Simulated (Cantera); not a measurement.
**Ignition delay**

Mixture: CO : H2 : CH4 : O2 : N2 = 1 : 0.032 : 0.21 : 0.78 : 2.93 (molar parts), at 0.987 atm, adiabatic and at constant pressure. Ignition delay is the time to a rise of 400 K.

Cantera simulation using GRI-Mech 3.0 (53 species, 325 reactions); the numbers are that mechanism's predictions, not measurements.

```csv
T0 (K),delay (ms)
1223,5.09
1323,1.84
1423,0.757
1523,0.362
1623,0.196
1723,0.114
1823,0.0700
```

```yaml
apparent activation energy between 1623 and 1823 K: 130 kJ/mol
```
